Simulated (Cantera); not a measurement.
**Premixed flame**

A freely propagating, adiabatic, planar premixed flame of 11.6 % CH3OH, 21.5 % O2, 66.8 % N2, unburnt at 698 K and 1.01 bar; mixture-averaged transport, grid criteria slope 0.08 and curve 0.16, no radiation.

Detailed kinetics in Cantera: GRI-Mech 3.0 (53 species, 325 reactions). GRI-Mech 3.0 was tuned for natural gas; its chemistry of methanol as a main component is partial and can be far from experiment. Burning velocities carry a grid error of a few per cent, more on coarse grids.

```json
[
 {"z (mm)": "-0.716", "T (K)": "698", "u (m/s)": "1.78", "x CH3OH": "0.116", "x O2": "0.215", "x H2O": "0.000135", "x C2H4": "<1e-8", "x H2O2": "8.10e-7", "x N2O": "<1e-8"},
 {"z (mm)": "-0.477", "T (K)": "701", "u (m/s)": "1.79", "x CH3OH": "0.116", "x O2": "0.214", "x H2O": "0.00102", "x C2H4": "<1e-8", "x H2O2": "8.01e-6", "x N2O": "<1e-8"},
 {"z (mm)": "-0.358", "T (K)": "710", "u (m/s)": "1.82", "x CH3OH": "0.115", "x O2": "0.212", "x H2O": "0.00342", "x C2H4": "<1e-8", "x H2O2": "3.29e-5", "x N2O": "<1e-8"},
 {"z (mm)": "-0.239", "T (K)": "762", "u (m/s)": "1.97", "x CH3OH": "0.111", "x O2": "0.206", "x H2O": "0.0142", "x C2H4": "1.75e-8", "x H2O2": "0.000182", "x N2O": "<1e-8"},
 {"z (mm)": "-0.119", "T (K)": "1052", "u (m/s)": "2.80", "x CH3OH": "0.0847", "x O2": "0.177", "x H2O": "0.0599", "x C2H4": "1.54e-7", "x H2O2": "0.00100", "x N2O": "1.90e-8"},
 {"z (mm)": "-0.0597", "T (K)": "1405", "u (m/s)": "3.85", "x CH3OH": "0.0462", "x O2": "0.142", "x H2O": "0.108", "x C2H4": "3.87e-7", "x H2O2": "0.00132", "x N2O": "5.02e-8"},
 {"z (mm)": "0", "T (K)": "1786", "u (m/s)": "5.03", "x CH3OH": "0.00662", "x O2": "0.104", "x H2O": "0.160", "x C2H4": "6.21e-7", "x H2O2": "9.60e-5", "x N2O": "1.01e-7"},
 {"z (mm)": "0.0597", "T (K)": "1916", "u (m/s)": "5.42", "x CH3OH": "8.65e-5", "x O2": "0.0791", "x H2O": "0.181", "x C2H4": "1.06e-7", "x H2O2": "1.07e-6", "x N2O": "1.35e-7"},
 {"z (mm)": "0.119", "T (K)": "1959", "u (m/s)": "5.52", "x CH3OH": "3.62e-7", "x O2": "0.0663", "x H2O": "0.187", "x C2H4": "<1e-8", "x H2O2": "4.92e-7", "x N2O": "1.60e-7"},
 {"z (mm)": "0.239", "T (K)": "2025", "u (m/s)": "5.66", "x CH3OH": "<1e-8", "x O2": "0.0571", "x H2O": "0.188", "x C2H4": "<1e-8", "x H2O2": "4.26e-7", "x N2O": "1.80e-7"},
 {"z (mm)": "0.477", "T (K)": "2111", "u (m/s)": "5.86", "x CH3OH": "<1e-8", "x O2": "0.0520", "x H2O": "0.190", "x C2H4": "<1e-8", "x H2O2": "3.32e-7", "x N2O": "1.92e-7"},
 {"z (mm)": "0.955", "T (K)": "2211", "u (m/s)": "6.10", "x CH3OH": "<1e-8", "x O2": "0.0484", "x H2O": "0.196", "x C2H4": "<1e-8", "x H2O2": "2.54e-7", "x N2O": "2.19e-7"},
 {"z (mm)": "1.91", "T (K)": "2306", "u (m/s)": "6.32", "x CH3OH": "<1e-8", "x O2": "0.0452", "x H2O": "0.203", "x C2H4": "<1e-8", "x H2O2": "2.16e-7", "x N2O": "2.66e-7"}
]
```
x: mole fraction of selected species; z is measured from the peak of heat release.

```
Quantity                    Result
------------------------  --------
laminar burning velocity  177 cm/s
thermal thickness         0.239 mm
peak x(C2H4)               6.36e-7
peak x(H2O2)               0.00139
grid points                    152
```
